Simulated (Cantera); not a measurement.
A closed system holds: 1 mol Pb, 0.48 mol O2, 0.26 mol N2, equilibrated at 0.100 bar.

These are equilibrium values from Cantera (NASA tables, ideal gas, pure condensed phases), not measurements of a reactor. Candidate condensed phases: Pb, PbO, PbO2, Pb3O4; 12 gas species. Each liquid is taken as pure. Mutual solubility and eutectic melting of coexisting phases are not modelled. Gases not in the tables: (PbO)n polymers. The numbers say what is thermodynamically allowed, not how fast it happens.

**Question.** Which condensed phases are stable at each of these points (T (K)): 725, 800, 875, 950, 1025, 1100, 1175, 1250, 1325?

**Answer.** 
```json
[
 {"T (K)": "725", "condensed phases": "Pb(l) + PbO(red)", "Pb condensed (%)": "100.0"},
 {"T (K)": "800", "condensed phases": "Pb(l) + PbO(yellow)", "Pb condensed (%)": "100.0"},
 {"T (K)": "875", "condensed phases": "Pb(l) + PbO(yellow)", "Pb condensed (%)": "100.0"},
 {"T (K)": "950", "condensed phases": "Pb(l) + PbO(yellow)", "Pb condensed (%)": "100.0"},
 {"T (K)": "1025", "condensed phases": "Pb(l) + PbO(yellow)", "Pb condensed (%)": "100.0"},
 {"T (K)": "1100", "condensed phases": "Pb(l) + PbO(yellow)", "Pb condensed (%)": "100.0"},
 {"T (K)": "1175", "condensed phases": "Pb(l) + PbO(l)", "Pb condensed (%)": "99.9"},
 {"T (K)": "1250", "condensed phases": "Pb(l) + PbO(l)", "Pb condensed (%)": "99.6"},
 {"T (K)": "1325", "condensed phases": "Pb(l) + PbO(l)", "Pb condensed (%)": "98.8"}
]
```

At 725 K the condensed part is Pb(l) + PbO(red). From 800 K to 1100 K the condensed part is Pb(l) + PbO(yellow). From 1175 K to 1325 K the condensed part is Pb(l) + PbO(l).
